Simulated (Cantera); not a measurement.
Feed: 1 mol PbO, 0.17 mol CO, a varied amount of H₂, at 1275 °C and 50.0 mbar.

Method: chemical equilibrium by Gibbs-energy minimisation in Cantera with the NASA 1993 tables (ideal gas, pure condensed phases). Candidate condensed phases: C, C₆H₆, C₇H₈, C₈H₁₈, H₂O, Pb, PbO, PbO₂, Pb₃O₄; 113 gas species. Equilibrium is a limit: real reactors are often held back by kinetics, nucleation or transport.

x: gas mole fraction; nothing condenses.

```
n(H₂) (mol)   x H₂    x Pb   x H₂O     x CO
-----------  -----  ------  ------  -------
3.7          0.558   0.205   0.201   0.0309
5.5            [?]     [?]     [?]      [?]
8.4          0.774   0.104   0.104   0.0169
13           0.847  0.0706  0.0702   0.0117
19           0.892  0.0496  0.0494  0.00826
29           0.928     [?]     [?]      [?]
44           0.952  0.0221  0.0221  0.00373
```

Task: Complete the blanks.

Result: 
- 29, x Pb: 0.0331
- 29, x H₂O: 0.0331
- 29, x CO: 0.00556
- 5.5, x H₂: 0.676
- 5.5, x Pb: 0.150
- 5.5, x H₂O: 0.148
- 5.5, x CO: 0.0236
